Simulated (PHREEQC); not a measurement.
A solution holds 0.018 mol/kgw NiSO4, 8.9e-05 mol/kgw NaOH and 5.1e-05 mol/kgw MnSO4, at 35 °C. Closed to the air; pH follows from the charge balance.

Computed with PHREEQC (ion-association model, wateq4f.dat).

Precipitation was switched off in this run.

Q: Order these Ni species by the share of Ni that they hold, largest first: NiOH+, Ni+2, NiSO4.

A: Ni+2 (65 %), NiSO4 (34 %), NiOH+ (0.47 %)

The pH is 7.68 and the ionic strength 0.0474 mol/kgw. Species that the database lacks are ignored. In wateq4f.dat the enthalpy of Ni(OH)2 has the wrong sign, so its saturation index can't be trusted away from 25 °C.
